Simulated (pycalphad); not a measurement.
All values are pycalphad results on the COST 507 light-alloy database (1999) (1 atm), not direct measurements. The database dates from 1999; later assessments differ in places, in temperatures and in the compounds included. Amounts are mole fractions of atoms.

Task: Give the equilibrium state of Ti-1.31Hf-0.34B (at.%) at 1577 °C.

Result: 
```
T = 1850.00 K, P = 101325 Pa, N = 1 mol of atoms
G = -113937 J/mol, H = 52663 J/mol, S = 90.05 J/(mol K)  (SER reference)
chemical potentials (J/mol): Ti -112335, Hf -208864, B -211690
phase             fraction      x(Ti)      x(Hf)       x(B)
BCC_A2              0.9561     0.9854     0.0131     0.0015
LIQUID              0.0439     0.9428     0.0121     0.0451
```

Task: Give the equilibrium state of Ti-1.31Hf-0.34B (at.%) at 1377 °C.

Result: 
```
T = 1650.00 K, P = 101325 Pa, N = 1 mol of atoms
G = -96393 J/mol, H = 44955 J/mol, S = 85.67 J/(mol K)  (SER reference)
chemical potentials (J/mol): Ti -94926, Hf -180237, B -197487
phase             fraction      x(Ti)      x(Hf)       x(B)
BCC_A2              0.9972     0.9849     0.0131     0.0020
BM                  0.0028     0.4988     0.0012     0.5000
```

Database names, with the compositions (at.%) that they take in these runs: BM: Ti 50 B 50. BCC_A2 is bcc.
